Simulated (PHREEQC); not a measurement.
Synthetic water in mg/L, 20 °C, pH 3.66, pe 9.4:

| constituent | mg/L |
|---|---|
| Na | 50.2 |
| K | 23.9 |
| Ca | 150 |
| Mg | 18.5 |
| Cl | 39.2 |
| S(6) as SO4 | 534 |
| Mn(2) | 0.13 |
| B | 0.884 |

Valence states are taken as typed.

Computed with PHREEQC (ion-association model, wateq4f.dat).

### Question
The ionic strength comes out as 0.0178 mol/kgw. What activity coefficients do HSO4-, Mg+2, K+, CaHSO4+, KSO4- get?

### Answer
HSO4- 0.88, Mg+2 0.61, K+ 0.87, CaHSO4+ 0.88, KSO4- 0.88.

No solid was allowed to form.
